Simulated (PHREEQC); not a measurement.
PHREEQC input (ion-association model, phreeqc.dat):

```
SOLUTION 1
  temp 20
  units mol/kgw
  pH 7 charge
  Cl 0.054
END
SELECTED_OUTPUT 1
  -reset false
  -pH true
  -pe true
  -ionic_strength true
  -water true
  -totals Ca Cl K P
  -molalities H+ Ca+2 K+ Cl- PO4-3 OH- O2 HPO4-2 H2PO4- H3PO4
    CaOH+ CaPO4- CaHPO4 CaH2PO4+ KHPO4-
  -equilibrium_phases Hydroxyapatite Sylvite
PRINT
  -reset false
USE solution 1
REACTION 1
  KCl 1
  0 0.0417 0.0833 0.125 0.167 0.208 0.25 0.292 0.333 0.375 0.417 0.458 0.5 moles
EQUILIBRIUM_PHASES 1
  Hydroxyapatite 0 0.2
  Sylvite 0 0
  O2(g) -0.68 10
END
```

Selected output (columns that matter, 13 of 13 rows; KCl added (mol) added in front):

```
KCl added (mol)	pH	mu	Ca	Cl	K	P	m_H+	m_Ca+2	m_K+	m_Cl-	m_OH-	m_H2PO4-	m_CaH2PO4+	Hydroxyapatite
0	4.8164	0.10526	0.038882	0.053992	0	0.023329	1.8513e-05	0.033281	0	0.053992	5.8959e-10	0.017553	0.0052584	0.19222
0.0417	4.8442	0.14774	0.038898	0.095687	0.041694	0.023339	1.7657e-05	0.033646	0.04169	0.095687	6.5027e-10	0.017883	0.0049217	0.19222
0.0833	4.8649	0.1899	0.038912	0.13728	0.083288	0.023347	1.7043e-05	0.033907	0.083279	0.13728	7.0015e-10	0.018111	0.0046852	0.19222
0.125	4.8811	0.23203	0.038925	0.17897	0.12498	0.023355	1.6577e-05	0.034106	0.12497	0.17897	7.4266e-10	0.018281	0.004508	0.19221
0.167	4.8943	0.27437	0.038938	0.22097	0.16698	0.023363	1.621e-05	0.034265	0.16696	0.22097	7.797e-10	0.018412	0.0043697	0.19221
0.208	4.905	0.31565	0.03895	0.26196	0.20797	0.02337	1.5922e-05	0.03439	0.20795	0.26196	8.1141e-10	0.018511	0.0042623	0.19221
0.25	4.914	0.35788	0.038961	0.30396	0.24996	0.023377	1.5682e-05	0.034496	0.24993	0.30396	8.4013e-10	0.018593	0.0041735	0.19221
0.292	4.9217	0.40008	0.038972	0.34595	0.29196	0.023383	1.5486e-05	0.034585	0.29192	0.34595	8.6564e-10	0.018658	0.0041011	0.1922
0.333	4.928	0.44124	0.038982	0.38695	0.33295	0.023389	1.5328e-05	0.034658	0.33291	0.38695	8.8788e-10	0.01871	0.004043	0.1922
0.375	4.9336	0.48338	0.038992	0.42894	0.37495	0.023395	1.5194e-05	0.034721	0.3749	0.42894	9.0828e-10	0.018753	0.0039939	0.1922
0.417	4.9383	0.5255	0.039001	0.47093	0.41694	0.0234	1.5084e-05	0.034775	0.41689	0.47093	9.2656e-10	0.018787	0.0039535	0.1922
0.458	4.9423	0.5666	0.039009	0.51193	0.45794	0.023405	1.4996e-05	0.034819	0.45788	0.51193	9.4259e-10	0.018813	0.0039212	0.1922
0.5	4.9457	0.60869	0.039017	0.55392	0.49993	0.02341	1.4922e-05	0.034858	0.49987	0.55392	9.5734e-10	0.018835	0.0038943	0.1922
```
